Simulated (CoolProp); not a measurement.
Vapour-liquid equilibrium of CHF3 (R23) (1) + R143a (2) at 226.1 K; x and y are mole fractions of (1).

The numbers come from the multi-fluid Helmholtz-energy mixture model, Penoncello 2003 and Lemmon and Jacobsen 2000; pair parameters Bell 2016 in CoolProp.

```json
[
 {"x": "0.05", "bubble pressure, mixture model (MPa)": "…", "bubble pressure, Raoult's law (MPa)": "0.1241", "y, mixture model": "…", "y, Raoult's law": "0.217"},
 {"x": "0.15", "bubble pressure, mixture model (MPa)": "0.1590", "bubble pressure, Raoult's law (MPa)": "0.1678", "y, mixture model": "…", "y, Raoult's law": "0.482"},
 {"x": "0.25", "bubble pressure, mixture model (MPa)": "…", "bubble pressure, Raoult's law (MPa)": "0.2115", "y, mixture model": "…", "y, Raoult's law": "0.637"},
 {"x": "0.35", "bubble pressure, mixture model (MPa)": "0.2483", "bubble pressure, Raoult's law (MPa)": "0.2552", "y, mixture model": "0.722", "y, Raoult's law": "0.740"},
 {"x": "0.45", "bubble pressure, mixture model (MPa)": "0.2947", "bubble pressure, Raoult's law (MPa)": "0.2989", "y, mixture model": "…", "y, Raoult's law": "0.812"},
 {"x": "0.55", "bubble pressure, mixture model (MPa)": "0.3404", "bubble pressure, Raoult's law (MPa)": "0.3426", "y, mixture model": "0.855", "y, Raoult's law": "0.866"},
 {"x": "0.65", "bubble pressure, mixture model (MPa)": "0.3851", "bubble pressure, Raoult's law (MPa)": "0.3863", "y, mixture model": "0.897", "y, Raoult's law": "0.907"},
 {"x": "0.75", "bubble pressure, mixture model (MPa)": "0.4288", "bubble pressure, Raoult's law (MPa)": "0.4300", "y, mixture model": "0.931", "y, Raoult's law": "0.941"},
 {"x": "0.85", "bubble pressure, mixture model (MPa)": "…", "bubble pressure, Raoult's law (MPa)": "0.4737", "y, mixture model": "0.960", "y, Raoult's law": "0.968"},
 {"x": "0.95", "bubble pressure, mixture model (MPa)": "…", "bubble pressure, Raoult's law (MPa)": "0.5174", "y, mixture model": "0.987", "y, Raoult's law": "0.990"}
]
```

**Question.** Complete the blanks.

**Answer.** 
- 0.05, bubble pressure, mixture model (MPa): 0.1197
- 0.05, y, mixture model: 0.182
- 0.15, y, mixture model: 0.442
- 0.25, bubble pressure, mixture model (MPa): 0.2025
- 0.25, y, mixture model: 0.610
- 0.45, y, mixture model: 0.799
- 0.85, bubble pressure, mixture model (MPa): 0.4722
- 0.95, bubble pressure, mixture model (MPa): 0.5164

The largest gap from Raoult's law is -5.2 % in bubble pressure, at x = 0.15. No azeotrope shows between x = 0.05 and 0.95.

Pair parameters are fitted to limited data, so mixtures are less certain than the pure fluids.
